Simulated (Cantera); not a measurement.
A freely propagating, adiabatic, planar premixed flame of 49.2 % H₂, 10.7 % O₂, 40.2 % N₂, unburnt at 625 K and 0.230 bar; mixture-averaged transport, grid criteria slope 0.08 and curve 0.16, no radiation.

Model: the H2/O2 subset of GRI-Mech 3.0, which has no nitrogen chemistry, integrated in Cantera. Burning velocities carry a grid error of a few per cent, more on coarse grids.

x: mole fraction of selected species; z is measured from the peak of heat release.

```
z (mm)  T (K)  u (m/s)   x H₂      x O₂  x HO₂     x H₂O      x OH   x H₂O₂
------  -----  -------  -----  --------  -----  --------  --------  -------
-9.39     625     7.87  0.492     0.107  <1e-8     <1e-8     <1e-8    <1e-8
-6.26     625     7.87  0.492     0.107  <1e-8     <1e-8     <1e-8    <1e-8
-4.70     625     7.87  0.492     0.107  <1e-8     <1e-8     <1e-8    <1e-8
-3.13     625     7.87  0.492     0.107      ?   1.12e-7     <1e-8    <1e-8
-1.57     639     8.03  0.489     0.106      ?  0.000861   3.33e-5  5.30e-7
-0.783    772     9.58  0.464     0.102      ?    0.0131  0.000252  5.19e-7
0        1124     13.6  0.337    0.0590      ?     0.104   0.00172  3.08e-7
0.783    1361     16.4  0.241   0.00661      ?     0.206   0.00246  1.62e-7
1.57     1450     17.4  0.237  0.000877      ?     0.219   0.00263  1.26e-7
3.13     1550     18.4  0.245  0.000463      ?     0.221   0.00312  1.14e-7
6.26     1664     19.6  0.256  0.000382      ?     0.223   0.00354  8.64e-8
12.5     1783     20.8  0.267  0.000280      ?     0.225   0.00370  5.34e-8
25.0     1898     22.0  0.278  0.000178      ?     0.228   0.00350  2.90e-8
```

Task: Fill in the missing entries.

Result: 
- -3.13, x HO₂: 1.15e-6
- -1.57, x HO₂: 5.95e-5
- -0.783, x HO₂: 3.92e-5
- 0, x HO₂: 1.59e-5
- 0.783, x HO₂: 1.77e-6
- 1.57, x HO₂: 2.20e-7
- 3.13, x HO₂: 1.08e-7
- 6.26, x HO₂: 8.32e-8
- 12.5, x HO₂: 5.97e-8
- 25.0, x HO₂: 3.99e-8
